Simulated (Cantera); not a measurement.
An isothermal, constant-pressure homogeneous reactor starts with N2O : N2 = 0.16 : 7.9 (molar parts), at 1000 K and 0.290 bar.

Computed with Cantera and GRI-Mech 3.0 (53 species, 325 reactions). GRI-Mech 3.0 was tuned for natural gas; its chemistry of N2O as a main component is partial and can be far from experiment. The mechanism lacks 2 NO + O2 → 2 NO2 and HONO, so NO2 and the effect of NO are under-described below about 1400 K.

Task: Predict: x(N2O) at 100 s; x(NO2) at 100 s; x(O2) at 100 s; x(NO) at 100 s; x(N2) at 100 s; x(O) at 100 s.

Result: 
```json
{
 "x(N2O) at 100 s": "0.0166 (gas-phase equilibrium 3.78e-10)",
 "x(NO2) at 100 s": "6.25e-7 (gas-phase equilibrium 4.76e-8)",
 "x(O2) at 100 s": "0.00157 (gas-phase equilibrium 0.00982)",
 "x(NO) at 100 s": "0.000128 (gas-phase equilibrium 7.63e-6)",
 "x(N2) at 100 s": "0.982 (gas-phase equilibrium 0.990)",
 "x(O) at 100 s": "3.92e-8 (gas-phase equilibrium 2.91e-11)"
}
```
